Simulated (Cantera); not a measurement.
A perfectly stirred reactor is fed with 70.9 % NO, 29.1 % N2, at 623 Torr; it is held at 2025 K, and followed from long to short residence time.

Cantera simulation using GRI-Mech 3.0 (53 species, 325 reactions); the numbers are that mechanism's predictions, not measurements.

One state of this run: x NO = 0.612; x O2 = 0.0480; x NO2 = 0.000474; x O = 0.000222; x N2O = 0.000169. x: mole fraction; the columns are a selection and need not sum to one.

**Question.** Which value of τ (s) does it belong to?
(A) 0.080
(B) 8.7
(C) 0.0078
(D) 1.8

**Answer.** A, 0.080
